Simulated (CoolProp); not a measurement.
The numbers come from the reference Helmholtz-energy equation of state, Lemmon 2006 in CoolProp. It is a short technical equation, of lower accuracy than the large ones.

**Question.** For isopentane, give the phase and the cv (kJ/(kg K)), speed of sound (m/s), isothermal compressibility (1/MPa), conductivity (mW/(m K)) at 243.1 K and 4.84 MPa.

**Answer.** 
- 243.1 K and 4.84 MPa: liquid; cv 1.49, speed of sound 1260, isothermal compressibility 0.00125, conductivity 122

Thermal conductivity comes from a separate model (Vassiliou 2015).
